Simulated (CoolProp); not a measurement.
R142b at 263.06 K and 3.51 MPa flows at 0.29 m/s in a round tube of 100 mm bore and 45 µm roughness, fully developed (64/Re and Nu = 3.66 if laminar; Colebrook and Gnielinski if turbulent). Each further row changes one setting.

Computed with CoolProp (reference Helmholtz-energy equation of state, Lemmon 2006). It is a short technical equation, of lower accuracy than the large ones.

| case | Reynolds number | Darcy friction factor | pressure drop (Pa/m) | heat-transfer coefficient (W/(m² K)) | mass flow (kg/h) |
|---|---|---|---|---|---|
| as stated | 98200 | 0.0202 | 10.2 | 506 | 9860 |
| velocity 0.58 m/s | 196000 | 0.0186 | 37.6 | 957 | 19700 |
| diameter 200 mm | 196000 | 0.0173 | 4.37 | 453 | 39400 |

Viscosity comes from a separate model (Huber 2003), an estimate that may be off by 10 % or more. Thermal conductivity comes from a separate model (Huber 2003), an estimate that may be off by 10 % or more.
